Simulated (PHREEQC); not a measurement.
Solution (25 °C): 0.0052 mol HCl, 0.28 mol CuSO4 and 0.00018 mol CuCl2 per kg of water. Closed to the air; pH follows from the charge balance.

Equilibrium calculation in PHREEQC: ion-association model, wateq4f.dat.

This is a speciation only: nothing precipitates in the calculation.

Question: Order these Cu species by the share of Cu that they hold, largest first: CuCl+, Cu+2, CuSO4.

Answer: CuSO4 (53 %), Cu+2 (47 %), CuCl+ (0.16 %)

The pH is 2.99 and the ionic strength 0.519 mol/kgw. Complexes and solids missing from the database can't appear.
